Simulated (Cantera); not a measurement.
An isothermal, constant-pressure homogeneous reactor starts with NO : N₂ = 1 : 13 (molar parts), at 1625 K and 1350 Torr. Integrator tolerance rtol = 1e-08.

Model: GRI-Mech 3.0 (53 species, 325 reactions), integrated in Cantera.

```csv
quantity,before,after
x(NO) at 10.0 s,0.0644 (gas-phase equilibrium 0.000979),0.0334 (gas-phase equilibrium 0.00204)
x(N₂O) at 10.0 s,1.64e-6 (gas-phase equilibrium 8.62e-8),6.19e-7 (gas-phase equilibrium 1.73e-7)
x(NO₂) at 10.0 s,4.46e-5 (gas-phase equilibrium 2.02e-6),3.23e-5 (gas-phase equilibrium 2.64e-6)
x(O₂) at 10.0 s,0.00348 (gas-phase equilibrium 0.0352),0.0190 (gas-phase equilibrium 0.0347)
x(O) at 10.0 s,9.28e-7 (gas-phase equilibrium 2.74e-6),1.61e-5 (gas-phase equilibrium 2.15e-5)
```

Q: Which change was made?
A. pressure from 1350 Torr to 750 Torr
B. temperature 1625 to 1748 K
C. temperature 1625 to 1825 K
D. NO 1 to 5.7 parts

A: C, temperature 1625 to 1825 K
